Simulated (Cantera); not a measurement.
Input: 1 mol CaO, 3.4 mol O2, 10 mol N2, at 1873 K and 1.00 bar.

Equilibrium computed with Cantera from the NASA thermochemical tables; the gas is ideal and each condensed phase is pure. Candidate condensed phases: Ca, CaO; 12 gas species. Equilibrium is a limit: real reactors are often held back by kinetics, nucleation or transport.

### Question
What is the equilibrium state?

### Answer
| Property | Value |
|---|---|
| x(N2) | 0.743 |
| x(O2) | 0.251 |
| x(NO) | 0.00560 |
| x(O) | 0.000118 |
| x(NO2) | 1.33e-5 |
| n(CaO(s)) | 1.00 mol |
| gas amount | 13.40 mol |
| log10 activity of Ca(l) (absent) | -11.81 |
